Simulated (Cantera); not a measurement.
A closed system holds: 1 mol BN, 5.8 mol H₂, at 1330 Pa.

Equilibrium computed with Cantera from the NASA thermochemical tables; the gas is ideal and each condensed phase is pure. Candidate condensed phases: B, BN; 15 gas species. Mutual solubility and eutectic melting of coexisting phases are not modelled. The numbers say what is thermodynamically allowed, not how fast it happens.

**Question.** Which condensed phases are stable at each of these points (T (K)): 900, 1000, 1100, 1200, 1300, 1400, 1500, 1600, 1700, 1800?

**Answer.** 
| T (K) | condensed phases | B condensed (%) |
|---|---|---|
| 900 | BN(s) | 100.0 |
| 1000 | BN(s) | 100.0 |
| 1100 | BN(s) | 100.0 |
| 1200 | BN(s) | 100.0 |
| 1300 | BN(s) | 100.0 |
| 1400 | BN(s) | 100.0 |
| 1500 | BN(s) | 100.0 |
| 1600 | BN(s) | 100.0 |
| 1700 | B(s) + BN(s) | 100.0 |
| 1800 | B(s) + BN(s) | 99.9 |

From 900 K to 1600 K the condensed part is BN(s). From 1700 K to 1800 K the condensed part is B(s) + BN(s).
